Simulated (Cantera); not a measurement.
SiH4 + C2H2 + H2 (silicon carbide growth)

Feed: 1 mol SiH4, 0.13 mol C2H2, 46 mol H2, held at 1000 Pa.

Equilibrium computed with Cantera from the NASA thermochemical tables; the gas is ideal and each condensed phase is pure. Candidate condensed phases: C, C6H6, C7H8, C8H18, Si, SiC; 87 gas species. Mutual solubility and eutectic melting of coexisting phases are not modelled. Gases not in the tables: Si2H6 and higher silanes. The numbers say what is thermodynamically allowed, not how fast it happens.

```json
[
 {"T (K)": "1200", "x H2": "1.000", "x H": "1.97e-6", "x Si": "1.39e-10", "x SiH": "2.08e-10", "x Si2C": "<1e-12", "n Si(s)": "0.740", "n SiC(s)": "0.260", "n Si(l)": "0"},
 {"T (K)": "1275", "x H2": "1.000", "x H": "7.37e-6", "x Si": "1.93e-9", "x SiH": "1.84e-9", "x Si2C": "<1e-12", "n Si(s)": "0.740", "n SiC(s)": "0.260", "n Si(l)": "0"},
 {"T (K)": "1350", "x H2": "1.000", "x H": "2.38e-5", "x Si": "1.99e-8", "x SiH": "1.27e-8", "x Si2C": "8.12e-12", "n Si(s)": "0.740", "n SiC(s)": "0.260", "n Si(l)": "0"},
 {"T (K)": "1425", "x H2": "1.000", "x H": "6.82e-5", "x Si": "1.61e-7", "x SiH": "7.15e-8", "x Si2C": "1.32e-10", "n Si(s)": "0.740", "n SiC(s)": "0.260", "n Si(l)": "0"},
 {"T (K)": "1500", "x H2": "1.000", "x H": "0.000176", "x Si": "1.05e-6", "x SiH": "3.38e-7", "x Si2C": "1.60e-9", "n Si(s)": "0.740", "n SiC(s)": "0.260", "n Si(l)": "0"},
 {"T (K)": "1575", "x H2": "1.000", "x H": "0.000415", "x Si": "5.74e-6", "x SiH": "1.37e-6", "x Si2C": "1.53e-8", "n Si(s)": "0.739", "n SiC(s)": "0.260", "n Si(l)": "0"},
 {"T (K)": "1650", "x H2": "0.999", "x H": "0.000908", "x Si": "2.68e-5", "x SiH": "4.89e-6", "x Si2C": "1.18e-7", "n Si(s)": "0.738", "n SiC(s)": "0.260", "n Si(l)": "0"},
 {"T (K)": "1725", "x H2": "0.998", "x H": "0.00186", "x Si": "0.000102", "x SiH": "1.45e-5", "x Si2C": "7.10e-7", "n Si(s)": "0", "n SiC(s)": "0.260", "n Si(l)": "0.733"},
 {"T (K)": "1800", "x H2": "0.996", "x H": "0.00357", "x Si": "0.000318", "x SiH": "3.62e-5", "x Si2C": "3.37e-6", "n Si(s)": "0", "n SiC(s)": "0.260", "n Si(l)": "0.721"},
 {"T (K)": "1875", "x H2": "0.992", "x H": "0.00653", "x Si": "0.000906", "x SiH": "8.36e-5", "x Si2C": "1.41e-5", "n Si(s)": "0", "n SiC(s)": "0.259", "n Si(l)": "0.688"},
 {"T (K)": "1950", "x H2": "0.986", "x H": "0.0114", "x Si": "0.00238", "x SiH": "0.000181", "x Si2C": "5.25e-5", "n Si(s)": "0", "n SiC(s)": "0.257", "n Si(l)": "0.607"},
 {"T (K)": "2025", "x H2": "0.974", "x H": "0.0190", "x Si": "0.00582", "x SiH": "0.000368", "x Si2C": "0.000177", "n Si(s)": "0", "n SiC(s)": "0.251", "n Si(l)": "0.415"}
]
```
x: gas mole fraction; n: condensed amount in mol.

From 1200 K to 1650 K the condensed part is Si(s) + SiC(s). From 1725 K to 2025 K the condensed part is Si(l) + SiC(s). The main Si-bearing gas is SiH2 at 1200 K and Si at 2025 K.
